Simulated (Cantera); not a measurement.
Standard-state values (1 bar) from the NASA 1993 polynomials, evaluated with Cantera. Values are per mole of reaction as written; species without (g) are pure solids or liquids, kept so even where they would boil at 1 bar. TaC: taken at fixed stoichiometry.

2 TaC + 4 H₂O₂(g) ⇌ O(g) + 2 CH₃OH(g) + Ta₂O₅, with ΔH° = -1365.3 kJ and ΔS° = -239.0 J/K at 300 K.

How far is the shortcut ΔG° ≈ ΔH°(300 K) − T·ΔS°(300 K) from the full temperature-dependent value at 350, 400, 450, 500, 550, 600 K?


| T (K) | shortcut (kJ) | full (kJ) | difference (kJ) | difference in log10 K |
|---|---|---|---|---|
| 350 | -1281.6 | -1281.6 | 0.0 | 0.00 |
| 400 | -1269.7 | -1269.7 | 0.0 | 0.00 |
| 450 | -1257.7 | -1257.8 | 0.1 | -0.01 |
| 500 | -1245.8 | -1245.9 | 0.1 | -0.01 |
| 550 | -1233.8 | -1234.1 | 0.2 | -0.02 |
| 600 | -1221.9 | -1222.3 | 0.4 | -0.04 |
The shortcut ignores the heat-capacity change of the reaction.
